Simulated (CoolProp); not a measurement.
Vapour-liquid equilibrium of CH2F2 (R32) (1) + fluoroethane (R161) (2) at 1.42 MPa; x and y are mole fractions of (1).

Model: multi-fluid Helmholtz-energy mixture model, Tillner-Roth 1997 and Wu 2012; pair parameters Bell 2016, in CoolProp.

Give the bubble temperature and the first vapour's composition at x = 0.35, 0.65, 0.95. Is there an azeotrope?

x = 0.35: 304.0 K, y = 0.461; x = 0.65: 297.7 K, y = 0.737; x = 0.95: 292.6 K, y = 0.965. No azeotrope shows between x = 0.05 and 0.95.

Pair parameters are fitted to limited data, so mixtures are less certain than the pure fluids.
